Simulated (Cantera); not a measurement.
Cantera run:

```python
import numpy as np
import cantera as ct

gas_names = [...]  # 113 gases of nasa_gas.yaml made of C, H, O, Ti
cond_names = """
    C(gr) C6H6(L) C7H8(L) C8H18(L),n-octa H2O(s) H2O(L) Ti(a) Ti(b) Ti(L) TiC(s) TiC(L) TiO(a) TiO(b)
    TiO(L) TiO2(ru) TiO2(L) Ti2O3(a) Ti2O3(b) Ti2O3(L) Ti3O5(a) Ti3O5(b) Ti3O5(L) Ti4O7(s) Ti4O7(L)
""".split()


# ... load() reads the species with a 1 bar reference pressure and builds the phases ...
atoms = {
    'Ti(OiPr)4': {'Ti': 1, 'C': 12, 'H': 28, 'O': 4},
    'C3H8': {'C': 3, 'H': 8},
    'H2': {'H': 2},
}
top_T = {'C(gr)': 4500}  # K; cautious upper limits of use, not melting points


# ... equilibrate(T, P, feed) seeds the gas with the atoms and calls Mixture.equilibrate('TP', solver="vcs", rtol=1e-11, max_steps=5000) ...
results = []
feed = {'Ti(OiPr)4': 1, 'C3H8': 0.098, 'H2': 51}  # mol
P = 100000  # Pa
for T in [1023, 1123, 1223, 1323, 1423, 1523, 1623, 1723, 1823, 1923, 2023, 2123, 2223]:
    mix = equilibrate(T, P, feed)
    results.append((T, P, feed, dict(zip(mix.species_names, mix.species_moles))))

top = {s: max(r[3][s] / sum(r[3][g] for g in gas_names) for r in results) for s in gas_names}
cols = sorted((s for s in top if top[s] > 1e-06), key=lambda s: -top[s])[:5]
seen = [c for c in cond_names if any(r[3].get(c, 0) > 1e-12 for r in results)]
print("log10 of partial pressures in bar; condensed amounts in mol")
print(f"{'T/K':>10s}" + "".join(f"{s[:9]:>10s}" for s in cols + seen))
for T, P, feed, n in results:
    ng = sum(n[g] for g in gas_names)
    print(f"{T:10.4g}" + "".join(f"{np.log10(max(n[s] / ng * P / 1e5, 1e-99)):10.3f}" for s in cols)
          + "".join(f"{n.get(c, 0):10.4g}" for c in seen))
```

Output:

```
log10 of partial pressures in bar; condensed amounts in mol
       T/K        H2       CH4        CO       H2O         H     C(gr)    TiC(s)  TiO2(ru)  Ti3O5(b)  Ti4O7(s)
      1023    -0.042    -1.210    -1.601    -2.207    -8.404     6.808         0         1         0         0
      1123    -0.025    -1.583    -1.543    -2.749    -7.383     8.701         0         1         0         0
      1223    -0.020    -1.916    -1.481    -3.199    -6.532     9.277         0         0         0      0.25
      1323    -0.018    -2.204    -1.463    -3.616    -5.809     9.556         0         0    0.3333         0
      1423    -0.027    -2.474    -1.239    -3.777    -5.191     7.073         1         0         0         0
      1523    -0.027    -2.691    -1.239    -4.102    -4.650     7.157         1         0         0         0
      1623    -0.026    -2.882    -1.239    -4.386    -4.174     7.201         1         0         0         0
      1723    -0.026    -3.050    -1.239    -4.637    -3.752     7.221         1         0         0         0
      1823    -0.026    -3.199    -1.239    -4.859    -3.376     7.223         1         0         0         0
      1923    -0.027    -3.333    -1.239    -5.058    -3.039     7.202         1         0         0         0
      2023    -0.027    -3.453    -1.240    -5.237    -2.735     7.152         1         0         0         0
      2123    -0.028    -3.562    -1.240    -5.399    -2.459     7.057         1         0         0         0
      2223    -0.030    -3.661    -1.241    -5.547    -2.208     6.898         1         0         0         0
```

Equilibrium computed with Cantera from the NASA thermochemical tables; the gas is ideal and each condensed phase is pure. The feed counts by its element totals alone. TiC: taken at fixed stoichiometry. Condensed phases not in the tables: Magnéli phases beyond Ti4O7.
